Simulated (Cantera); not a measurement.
A Cantera script and its output.

```python
import numpy as np
import cantera as ct

gas = ct.Solution("h2o2.yaml")
gas.TPX = 523, 1000000, {'H2': 1, 'O2': 0.208, 'N2': 0.783, 'H2O': 0.049}
flame = ct.FreeFlame(gas, width=0.008)
flame.set_refine_criteria(ratio=3, slope=0.08, curve=0.16)
flame.transport_model = "unity-Lewis-number"
flame.solve(loglevel=0, auto=True)
z, T = flame.grid, flame.T
thick = (T[-1] - T[0]) / np.gradient(T, z).max()
show = ['H2', 'O2', 'H2O', 'H2O2', 'O', 'HO2']
print(f"laminar burning velocity  {flame.velocity[0] * 100:.3f} cm/s")
print(f"burnt temperature         {T[-1]:.1f} K")
print(f"thermal thickness         {thick * 1e3:.4f} mm")
print(f"grid points               {len(z)}")
z0 = z[flame.heat_release_rate.argmax()]
print(f"{'z/mm':>9s}{'T/K':>9s}{'u/(m/s)':>9s}" + "".join(f"{s:>11s}" for s in show))
rows = []
for k in (-3, -2, -1.5, -1, -0.5, -0.25, 0, 0.25, 0.5, 1, 2, 4, 8):
    zz = z0 + k * thick
    rows.append([k * thick, np.interp(zz, z, T), np.interp(zz, z, flame.velocity),
                 *(np.interp(zz, z, flame.X[gas.species_index(s)]) for s in show)])
    print(f"{rows[-1][0] * 1e3:9.3f}{rows[-1][1]:9.1f}{rows[-1][2]:9.3f}" + "".join(f"{x:11.3e}" for x in rows[-1][3:]))
```

Result:

```
laminar burning velocity  323.660 cm/s
burnt temperature         2068.2 K
thermal thickness         0.0280 mm
grid points               107
     z/mm      T/K  u/(m/s)         H2         O2        H2O       H2O2          O        HO2
   -0.084    523.2    3.238  4.902e-01  1.019e-01  2.405e-02  1.095e-07  2.644e-11  5.531e-07
   -0.056    524.8    3.247  4.900e-01  1.019e-01  2.425e-02  8.055e-07  6.371e-10  4.108e-06
   -0.042    529.0    3.273  4.896e-01  1.016e-01  2.477e-02  2.623e-06  4.395e-09  1.366e-05
   -0.028    558.4    3.448  4.869e-01  9.991e-02  2.843e-02  1.434e-05  9.023e-08  8.293e-05
   -0.014    782.5    4.763  4.654e-01  8.663e-02  5.701e-02  6.973e-05  8.433e-06  6.500e-04
   -0.007   1114.4    6.638  4.286e-01  6.539e-02  1.040e-01  7.518e-05  1.177e-04  7.401e-04
    0.000   1470.7    8.554  3.733e-01  3.692e-02  1.667e-01  2.022e-05  4.717e-04  3.170e-04
    0.007   1694.1    9.701  3.296e-01  1.566e-02  2.128e-01  3.488e-06  5.028e-04  1.167e-04
    0.014   1809.6   10.275  3.108e-01  5.854e-03  2.346e-01  1.615e-06  3.069e-04  4.050e-05
    0.028   1908.2   10.752  3.056e-01  9.823e-04  2.467e-01  5.589e-07  1.179e-04  6.315e-06
    0.056   1977.3   11.077  3.097e-01  7.410e-05  2.505e-01  1.600e-07  3.987e-05  5.010e-07
    0.112   2020.6   11.278  3.138e-01  6.643e-06  2.520e-01  5.137e-08  1.208e-05  6.495e-08
    0.224   2044.4   11.388  3.161e-01  1.553e-06  2.529e-01  1.672e-08  3.494e-06  1.541e-08
```

Model: the H2/O2 subset of GRI-Mech 3.0, which has no nitrogen chemistry, integrated in Cantera. The hydrogen kinetics of GRI-Mech 3.0 are dated; newer H2 mechanisms differ, most at raised pressure. Unity Lewis numbers drop preferential diffusion, which matters most where H2 and H carry the flame. Burning velocities carry a grid error of a few per cent, more on coarse grids.
